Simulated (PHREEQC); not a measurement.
Consider water at 20 °C with 0.01 mol H2S, 0.0052 mol HCl and 3.1e-05 mol ZnCl2 per kg of water. Closed to the air; pH follows from the charge balance.

Model: ion-association model, phreeqc.dat, run in PHREEQC.

No solid was allowed to form.

Question: What pH does the model give?

Answer: pH 2.31.

Question: In which forms is Zn present?

Answer: Zn(HS)2 96 %, Zn+2 3.8 % of the Zn.

Saturation is exceeded, for instance for Sphalerite (slow to form); the values hold only as long as no solid forms.
